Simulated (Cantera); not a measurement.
Input: 1 mol CCl₄, a varied amount of Si, held at 627 °C and 100000 Pa.

Method: chemical equilibrium by Gibbs-energy minimisation in Cantera with the NASA 1993 tables (ideal gas, pure condensed phases). Candidate condensed phases: C, Si, SiC; 24 gas species. Gases not in the tables: chlorinated aromatics. The numbers say what is thermodynamically allowed, not how fast it happens.

Question: Which condensed phases are stable at each of these points (n(Si) (mol)): 0.035, 0.059, 0.099, 0.17, 0.28, 0.47, 0.79, 1.3?

Answer: 
| n(Si) (mol) | condensed phases | Si condensed (%) |
|---|---|---|
| 0.035 | C(graphite) | 0.0 |
| 0.059 | C(graphite) | 0.0 |
| 0.099 | C(graphite) | 0.0 |
| 0.17 | C(graphite) | 0.0 |
| 0.28 | C(graphite) | 0.0 |
| 0.47 | C(graphite) | 0.0 |
| 0.79 | C(graphite) | 0.0 |
| 1.3 | C(graphite) + SiC(s) | 23.1 |

From 0.035 mol Si to 0.79 mol Si the condensed part is C(graphite). At 1.3 mol Si the condensed part is C(graphite) + SiC(s).
